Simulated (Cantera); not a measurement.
Mixture: CH₃OH : O₂ : N₂ = 1 : 1.15 : 4.62 (molar parts), equivalence ratio 1.3, at 101000 Pa, adiabatic and at constant pressure. Ignition delay is the time to a rise of 400 K.

Cantera simulation using GRI-Mech 3.0 (53 species, 325 reactions); the numbers are that mechanism's predictions, not measurements. GRI-Mech 3.0 was tuned for natural gas; its chemistry of methanol as a main component is partial and can be far from experiment.

Q: What does this change do: pressure from 101000 Pa to 770000 Pa?

A: 
```tsv
quantity	before	after
delay at 1275 K	2.85 ms	0.527 ms
delay at 1425 K	0.438 ms	76.9 µs
delay at 1575 K	0.107 ms	18.0 µs
delay at 1725 K	36.4 µs	5.88 µs
delay at 1875 K	15.4 µs	2.40 µs
apparent activation energy between 1800 and 1950 K	150 kJ/mol	160 kJ/mol
```

Q: What does this change do: N2 4.62 to 8.6 parts?

A: 
```json
[
 {"quantity": "delay at 1275 K", "before": "2.85 ms", "after": "3.40 ms"},
 {"quantity": "delay at 1425 K", "before": "0.438 ms", "after": "0.550 ms"},
 {"quantity": "delay at 1575 K", "before": "0.107 ms", "after": "0.146 ms"},
 {"quantity": "delay at 1725 K", "before": "36.4 µs", "after": "60.5 µs"},
 {"quantity": "delay at 1875 K", "before": "15.4 µs", "after": "41.0 µs"}
]
```
Where the delays flatten at high temperature, the 400 K rule measures the pace of heat release, not the induction time.
